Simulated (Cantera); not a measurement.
**Ammonia decomposition in nitride growth gas**

An isothermal, constant-pressure homogeneous reactor starts with 20.0 % NH3, 80.0 % H2, at 1525 K and 0.0510 bar.

Model: the gas-phase N/H chemistry of the illustrative SiF4/NH3 mechanism in the Surface Chemkin manual (1991), integrated in Cantera. Walls and surfaces, which speed up NH3 decomposition in real reactors, are not modelled.

```csv
t (s),x NH3,x H2,x N2H4,x NH2,x N2
7.00e-6,0.200,0.800,<1e-12,7.16e-10,<1e-12
3.94e-5,0.200,0.800,<1e-12,3.52e-9,<1e-12
0.000222,0.200,0.800,<1e-12,1.91e-8,<1e-12
0.00125,0.200,0.800,<1e-12,1.07e-7,<1e-12
0.00705,0.200,0.800,1.39e-12,6.01e-7,1.46e-10
0.0397,0.200,0.800,4.53e-11,3.38e-6,3.22e-8
0.224,0.200,0.800,1.18e-9,1.73e-5,6.43e-6
1.26,0.199,0.800,2.70e-9,2.62e-5,0.000215
7.10,0.196,0.802,2.64e-9,2.59e-5,0.00149
40.0,0.180,0.811,2.33e-9,2.43e-5,0.00811
```
x: mole fraction; the columns are a selection and need not sum to one.

Equilibrium at this temperature and pressure: NH3 7.33e-7, H2 0.917, N2H4 <1e-12, NH2 1.82e-10, N2 0.0833 (gas phase only).
